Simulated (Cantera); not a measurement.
An isothermal, constant-pressure homogeneous reactor starts with C₂H₆ : N₂ = 0.39 : 2.9 (molar parts), at 1525 K and 0.132 atm.

Model: GRI-Mech 3.0 (53 species, 325 reactions), integrated in Cantera. GRI-Mech 3.0 stops at C3 and has no aromatics, soot or wall deposition, so with more carbon than oxygen in the feed, carbon stays in small species such as C2H2 where larger ones or solid carbon would form.

x: mole fraction; the columns are a selection and need not sum to one.

```csv
t (s),x C₂H₆,x H,x C₂H₂,x HCN,x C₂H₄,x CH₄,x CH₃
0.000900,0.0167,0.000187,0.0159,2.12e-7,0.0574,0.0313,___
0.00181,0.00276,0.000134,0.0335,2.43e-7,0.0492,0.0370,___
0.00365,0.000390,6.43e-5,0.0477,2.48e-7,0.0360,0.0373,___
0.00735,7.01e-5,3.15e-5,0.0573,2.47e-7,0.0259,0.0369,___
0.0148,1.90e-5,1.84e-5,0.0647,2.45e-7,0.0180,0.0366,___
0.0298,1.01e-5,1.48e-5,0.0714,2.44e-7,0.0108,0.0362,7.91e-5
0.0600,9.36e-6,1.55e-5,0.0775,2.42e-7,0.00424,0.0358,7.89e-5
0.121,9.55e-6,1.66e-5,0.0808,2.42e-7,0.000924,0.0351,8.11e-5
0.243,9.09e-6,1.70e-5,0.0816,2.42e-7,0.000479,0.0340,7.94e-5
0.490,8.11e-6,1.75e-5,0.0825,2.44e-7,0.000470,0.0319,7.53e-5
0.986,6.55e-6,1.84e-5,0.0839,2.48e-7,0.000467,0.0283,___
1.99,4.45e-6,1.99e-5,0.0861,2.54e-7,0.000467,0.0228,___
4.00,2.35e-6,2.21e-5,0.0889,2.66e-7,0.000475,0.0160,___
```

### Question
Complete the blanks.

### Answer

- 0.000900, x CH₃: 0.00270
- 0.00181, x CH₃: 0.00107
- 0.00365, x CH₃: 0.000417
- 0.00735, x CH₃: 0.000188
- 0.0148, x CH₃: 0.000103
- 0.986, x CH₃: 6.82e-5
- 1.99, x CH₃: 5.69e-5
- 4.00, x CH₃: 4.20e-5
